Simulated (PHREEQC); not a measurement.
Consider water at 25 °C with 0.0084 mol/kgw CuSO4, 6.1e-05 mol/kgw HBF4 and 8.8e-05 mol/kgw NaCl. Closed to the air; pH follows from the charge balance.

All values are PHREEQC results (ion-association model, phreeqc.dat), not measurements.

No solid was allowed to form.

Question: Estimate the pH, specific conductance, ionic strength.

Answer: pH 3.86; specific conductance 1400 µS/cm; ionic strength 0.0244 mol/kgw.

Question: In which forms is S present?

Answer: SO4-2 71 %, CuSO4 28 %, HSO4- 0.6 % of the S.

Complexes and solids missing from the database can't appear. Real BF4- forms and hydrolyses slowly; the run takes it at equilibrium.
